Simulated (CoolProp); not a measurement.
Properties of n-perfluorohexane along the isobar 1.94 MPa (Tc = 174.9 °C, pc = 1.742 MPa, ω = 0.497).

The numbers come from the reference Helmholtz-energy equation of state, Gao 2022 in CoolProp.

| T (°C) | phase | Z | speed of sound (m/s) | Joule-Thomson coefficient (K/MPa) | isothermal compressibility (1/MPa) | expansivity (1/kK) |
|---|---|---|---|---|---|---|
| 101.35 | liquid | 0.1461 | 318.3 | -0.008459 | 0.008396 | 2.632 |
| 112.15 | liquid | 0.1464 | 286.4 | 0.08082 | 0.01073 | 2.943 |
| 122.95 | liquid | 0.1473 | 253.7 | 0.2038 | 0.01424 | 3.365 |
| 133.75 | liquid | 0.1491 | 220.1 | 0.3830 | 0.01987 | 3.971 |
| 144.55 | liquid | 0.1524 | 185.4 | 0.6667 | 0.02986 | 4.917 |
| 155.25 | liquid | 0.1578 | 149.3 | 1.173 | 0.05046 | 6.596 |
| 166.05 | liquid | 0.1683 | 109.3 | 2.369 | 0.1106 | 10.67 |
| 176.85 | supercritical | 0.2012 | 58.80 | 8.704 | 0.6999 | 39.91 |
